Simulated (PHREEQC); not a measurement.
Na2CO3 is added in steps, without added water, to 1 kg of water holding 0.0011 mol/kgw HF and 0.0004 mol/kgw CsF, at 8.3 °C. O2 is buffered at 0.21 atm. The system is closed to CO2. Solids allowed: Nahcolite, Natron. Others were left out.

Base run: PHREEQC, ion-association model, wateq4f.dat. Each further column changes one thing. The table gives CO3-2 (mol/kgw).

```json
[
 {"Na2CO3 added (mol)": "0", "base": "0", "CsF from 0.0004 to 4e-05 mol/kgw": "0", "diluted 10-fold with water": "0", "diluted 100-fold with water": "0", "no solid may form": "0"},
 {"Na2CO3 added (mol)": "0.0002062", "base": "2.64e-14", "CsF from 0.0004 to 4e-05 mol/kgw": "1.87e-14", "diluted 10-fold with water": "…", "diluted 100-fold with water": "…", "no solid may form": "2.64e-14"},
 {"Na2CO3 added (mol)": "0.0004125", "base": "4.00e-13", "CsF from 0.0004 to 4e-05 mol/kgw": "2.85e-13", "diluted 10-fold with water": "…", "diluted 100-fold with water": "0.000264", "no solid may form": "4.00e-13"},
 {"Na2CO3 added (mol)": "0.0006875", "base": "1.90e-8", "CsF from 0.0004 to 4e-05 mol/kgw": "1.87e-8", "diluted 10-fold with water": "0.000440", "diluted 100-fold with water": "0.000487", "no solid may form": "1.90e-8"},
 {"Na2CO3 added (mol)": "0.0008938", "base": "2.36e-7", "CsF from 0.0004 to 4e-05 mol/kgw": "2.34e-7", "diluted 10-fold with water": "0.000613", "diluted 100-fold with water": "0.000661", "no solid may form": "2.36e-7"},
 {"Na2CO3 added (mol)": "0.0011", "base": "1.06e-5", "CsF from 0.0004 to 4e-05 mol/kgw": "1.05e-5", "diluted 10-fold with water": "0.000789", "diluted 100-fold with water": "0.000837", "no solid may form": "1.06e-5"},
 {"Na2CO3 added (mol)": "0.001306", "base": "0.000191", "CsF from 0.0004 to 4e-05 mol/kgw": "0.000191", "diluted 10-fold with water": "0.000967", "diluted 100-fold with water": "0.00101", "no solid may form": "0.000191"},
 {"Na2CO3 added (mol)": "0.001512", "base": "0.000382", "CsF from 0.0004 to 4e-05 mol/kgw": "0.000381", "diluted 10-fold with water": "0.00115", "diluted 100-fold with water": "0.00119", "no solid may form": "0.000382"},
 {"Na2CO3 added (mol)": "0.001788", "base": "0.000635", "CsF from 0.0004 to 4e-05 mol/kgw": "0.000635", "diluted 10-fold with water": "0.00139", "diluted 100-fold with water": "0.00143", "no solid may form": "0.000635"},
 {"Na2CO3 added (mol)": "0.001994", "base": "0.000825", "CsF from 0.0004 to 4e-05 mol/kgw": "0.000824", "diluted 10-fold with water": "0.00157", "diluted 100-fold with water": "0.00162", "no solid may form": "0.000825"},
 {"Na2CO3 added (mol)": "0.0022", "base": "0.00101", "CsF from 0.0004 to 4e-05 mol/kgw": "0.00101", "diluted 10-fold with water": "0.00175", "diluted 100-fold with water": "…", "no solid may form": "0.00101"}
]
```

### Question
What belongs in the gaps?

### Answer

- 0.0002062, diluted 10-fold with water: 6.25e-5
- 0.0002062, diluted 100-fold with water: 0.000109
- 0.0004125, diluted 10-fold with water: 0.000217
- 0.0022, diluted 100-fold with water: 0.00180

Constants without temperature data keep their 25 °C values here.
